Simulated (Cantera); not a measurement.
# Fluorocarbon and chlorocarbon gases: CF4 + Si + HCl

Charge: 1 mol CF4, 0.57 mol Si, 1.6 mol HCl, at 1.00 Torr.

Cantera equilibrium calculation (NASA polynomials, part measured and part estimated; ideal gas, pure solids and liquids). Candidate condensed phases: C, C6H6, C7H8, C8H18, Si, SiC; 143 gas species. The tables' values for SiF3 are old estimates; treat these amounts as uncertain. Gases not in the tables: C2F6 and larger saturated fluorocarbons. Equilibrium is a limit: real reactors are often held back by kinetics, nucleation or transport.

From 1027 °C to 1702 °C the condensed part is C(graphite). The main Si-bearing gas is SiF4 throughout.

| T (°C) | x HF | x Cl | x SiF4 | x Cl2 | x HCl | x CF4 | x F | n C(graphite) |
|---|---|---|---|---|---|---|---|---|
| 1027 | 0.396 | 0.125 | 0.184 | 0.135 | 0.120 | 0.0390 | 2.53e-6 | 0.876 |
| 1102 | 0.404 | 0.203 | 0.175 | 0.100 | 0.0866 | 0.0303 | 1.17e-5 | 0.899 |
| 1177 | 0.408 | 0.282 | 0.166 | 0.0624 | 0.0583 | 0.0229 | 4.59e-5 | 0.920 |
| 1252 | 0.410 | 0.343 | 0.159 | 0.0331 | 0.0370 | 0.0173 | 0.000155 | 0.936 |
| 1327 | 0.412 | 0.380 | 0.155 | 0.0159 | 0.0228 | 0.0133 | 0.000470 | 0.948 |
| 1402 | 0.414 | 0.399 | 0.152 | 0.00751 | 0.0140 | 0.0105 | 0.00128 | 0.956 |
| 1477 | 0.415 | 0.408 | 0.151 | 0.00360 | 0.00888 | 0.00801 | 0.00318 | 0.960 |
| 1552 | 0.415 | 0.411 | 0.150 | 0.00179 | 0.00600 | 0.00528 | 0.00702 | 0.962 |
| 1627 | 0.413 | 0.411 | 0.149 | 0.000924 | 0.00457 | 0.00244 | 0.0132 | 0.966 |
| 1702 | 0.411 | 0.410 | 0.148 | 0.000499 | 0.00415 | 0.000630 | 0.0201 | 0.973 |
x: gas mole fraction; n: condensed amount in mol.
